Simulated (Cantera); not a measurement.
An isothermal, constant-pressure homogeneous reactor starts with 22.2 % CH₄, 35.6 % H₂O, 42.2 % H₂, at 1825 K and 608 Torr.

Cantera simulation using GRI-Mech 3.0 (53 species, 325 reactions); the numbers are that mechanism's predictions, not measurements.

One state of this run: x CH₄ = 0.0108; x H₂O = 0.152; x H₂ = 0.707; x C₂H₂ = 0.0235; x C₂H₆ = 1.08e-6; x HO₂ = <1e-12. x: mole fraction; the columns are a selection and need not sum to one.

**Question.** Which value of t (s) does it belong to?
A) 0.598
B) 0.00547
C) 0.0140
D) 0.234

**Answer.** D, 0.234
